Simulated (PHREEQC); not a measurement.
Consider water at 25 °C with 3.3 mmol/kgw H2SeO4. Closed to the air; pH follows from the charge balance.

Computed with PHREEQC (ion-association model, wateq4f.dat).

```tsv
quantity	before	after
pH	2.25	2.30
ionic strength (mol/kgw)	0.00885	0.00769
SeO4-2 (mol/kgw)	0.00277	0.00219
HSeO4- (mol/kgw)	0.000526	0.00111
```

### Question
What was changed between the two runs?
A. temperature from 25 to 45 °C
B. H2SeO4 from 0.0033 to 0.00297 mol/kgw
C. temperature from 25 to 70 °C
D. diluted 100-fold with water
E. H2SeO4 replaced by Na2SeO4 at the same molality

### Answer
C, temperature from 25 to 70 °C

No solid was allowed to form. At this temperature some constants are extrapolated from 25 °C, and those without enthalpy data are left unchanged.
